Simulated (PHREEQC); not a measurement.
A solution holds 0.28 mol/kgw CuSO4, 0.0018 mol/kgw H2SO4 and 0.078 mol/kgw FeCl3, at 25 °C. Closed to the air; pH follows from the charge balance.

Computed with PHREEQC (ion-association model, phreeqc.dat).

| quantity | before | after |
|---|---|---|
| pH | 2.64 | 3.05 |
| ionic strength (mol/kgw) | 0.678 | 0.532 |
| SO4-2 (mol/kgw) | 0.0911 | 0.124 |
| HSO4- (mol/kgw) | 0.00491 | 0.00295 |

Task: What was changed between the two runs?
(A) CuSO4 left out
(B) FeCl3 from 0.078 to 0.0078 mol/kgw
(C) temperature from 25 to 50 °C
(D) 0.16 mol/kgw FeCl2 added

Result: B, FeCl3 from 0.078 to 0.0078 mol/kgw

Precipitation was switched off in this run. Some of these states are supersaturated (in Hematite (slow to form), Goethite (slow to form), for instance).
